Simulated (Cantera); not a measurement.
Input (Python, Cantera) and output of one run.

```python
import numpy as np
import cantera as ct

gas_names = [...]  # 148 gases of nasa_gas.yaml made of Al, C, H, N, O
cond_names = """
    AL(cr) AL(L) ALN(s) AL2O3(a) AL2O3(L) C(gr) C6H6(L) C7H8(L) C8H18(L),n-octa H2O(s) H2O(L)
""".split()


# ... load() reads the species with a 1 bar reference pressure and builds the phases ...
atoms = {
    'Al(CH3)3': {'AL': 1, 'C': 3, 'H': 9},
    'N2O': {'N': 2, 'O': 1},
    'N2': {'N': 2},
}
top_T = {'ALN(s)': 2750, 'C(gr)': 4500}  # K; cautious upper limits of use, not melting points


# ... equilibrate(T, P, feed) seeds the gas with the atoms and calls Mixture.equilibrate('TP', solver="vcs", rtol=1e-11, max_steps=5000) ...
results = []
feed = {'Al(CH3)3': 1, 'N2O': 3.3, 'N2': 5.6}  # mol
T = 2173.15  # K
P = 1000  # Pa
mix = equilibrate(T, P, feed)
results.append((T, P, feed, dict(zip(mix.species_names, mix.species_moles))))
x = sorted(zip(gas.X, gas.species_names), reverse=True)
print(f"T = {T:g} K  P = {P:g} Pa  gas = {mix.phase_moles(0):.4g} mol")
print("   x: " + "  ".join(f"{s} {v:.3e}" for v, s in x if v > 1e-05))
print("   condensed (mol): " + ("  ".join(f"{mix.phase(i).name} {mix.phase_moles(i):.4g}"
      for i in range(1, mix.n_phases) if mix.phase_moles(i) > 1e-12) or "none"))
```

Result:

```
T = 2173.15 K  P = 1000 Pa  gas = 17.31 mol
   x: N2 5.141e-01  H2 2.476e-01  CO 1.733e-01  H 2.403e-02  AL 2.375e-02  AL2O 1.666e-02  ALH 2.330e-04  ALOH 1.721e-04  H2O 8.560e-05  ALO 3.534e-05  CO2 1.154e-05
   condensed (mol): AL2O3(a) 0.002082
```

Cantera equilibrium calculation (NASA polynomials, part measured and part estimated; ideal gas, pure solids and liquids). The feed counts by its element totals alone. The tables' values for AlOH are old estimates; treat these amounts as uncertain.
